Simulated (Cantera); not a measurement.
Standard-state values (1 bar) from the NASA 1993 polynomials, evaluated with Cantera. Values are per mole of reaction as written; species without (g) are pure solids or liquids, kept so even where they would boil at 1 bar.

### Question
Between 300 and 900 K, where is each reaction favourable under standard conditions?
- Sr + Cl2(g) = SrCl2
- 0.6667 B + Cl2(g) = 0.6667 BCl3(g)
- 2 K + Cl2(g) = 2 KCl(g)

### Answer
- Sr + Cl2(g) = SrCl2: ΔG° is -780 kJ at 300 K and -688 kJ at 900 K; it stays negative (K > 1). ΔH° is -818 kJ and ΔS° -144 J/K at 900 K.
- 0.6667 B + Cl2(g) = 0.6667 BCl3(g): ΔG° is -259 kJ at 300 K and -238 kJ at 900 K; it stays negative (K > 1). ΔH° is -269 kJ and ΔS° -34 J/K at 900 K.
- 2 K + Cl2(g) = 2 KCl(g): ΔG° is -467 kJ at 300 K and -526 kJ at 900 K; it stays negative (K > 1). ΔH° is -447 kJ and ΔS° 87 J/K at 900 K.
